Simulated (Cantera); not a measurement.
Input: 1 mol V, 2.8 mol NH₃, 52 mol H₂, at 218 Torr.

Cantera equilibrium calculation (NASA polynomials, part measured and part estimated; ideal gas, pure solids and liquids). Candidate condensed phases: V, VN; 11 gas species. Mutual solubility and eutectic melting of coexisting phases are not modelled. VN: taken at fixed stoichiometry. Condensed phases not in the tables: V₂N, N, O or C dissolved in the metal. Equilibrium is a limit: real reactors are often held back by kinetics, nucleation or transport.

x: gas mole fraction; n: condensed amount in mol.

| T (°C) | x H₂ | x N₂ | x H | x V | n VN(s) | n V(s) |
|---|---|---|---|---|---|---|
| 927 | 0.984 | 0.0158 | 3.64e-7 | <1e-12 | 1.00 | 0 |
| 1027 | 0.984 | 0.0158 | 2.04e-6 | <1e-12 | 1.00 | 0 |
| 1127 | 0.984 | 0.0158 | 8.96e-6 | <1e-12 | 1.00 | 0 |
| 1227 | 0.984 | 0.0158 | 3.24e-5 | … | 1.00 | 0 |
| 1327 | 0.984 | 0.0158 | 0.000100 | … | 1.00 | 0 |
| 1427 | 0.984 | 0.0158 | 0.000271 | … | 1.00 | 0 |
| 1527 | 0.984 | 0.0158 | 0.000659 | … | 1.000 | 0 |
| 1627 | 0.983 | 0.0158 | 0.00146 | … | 1.000 | 0 |
| 1727 | 0.981 | 0.0157 | 0.00299 | … | 1.000 | 0 |
| 1827 | 0.972 | 0.0221 | 0.00570 | … | 0.249 | 0.749 |

### Question
Some entries are withheld; supply them.

### Answer

- 1227, x V: 3.08e-12
- 1327, x V: 1.13e-10
- 1427, x V: 2.69e-9
- 1527, x V: 4.47e-8
- 1627, x V: 5.49e-7
- 1727, x V: 5.21e-6
- 1827, x V: 3.35e-5
